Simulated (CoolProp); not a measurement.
The fluid at 210.79 K and 0.257 MPa is throttled through a valve to 0.134 MPa with no heat exchange. The same conditions are run with several fluids, on thermodynamics alone (safety and materials aside).

Computed with CoolProp (reference Helmholtz-energy equation of state of each fluid (propylene: Lemmon 2013; n-pentane: Thol 2019; n-heptane: Span 2003; R1233zd(E): Akasaka 2022; R152A: Outcalt 1996)).

```json
[
 {"fluid": "propylene", "temperature change (K)": "+0.1", "final density (kg/m³)": "628"},
 {"fluid": "n-pentane", "temperature change (K)": "+0.1", "final density (kg/m³)": "703"},
 {"fluid": "n-heptane", "temperature change (K)": "+0.1", "final density (kg/m³)": "752"},
 {"fluid": "R1233zd(E)", "temperature change (K)": "+0.1", "final density (kg/m³)": "1460"},
 {"fluid": "R152A", "temperature change (K)": "+0.0", "final density (kg/m³)": "1090"}
]
```
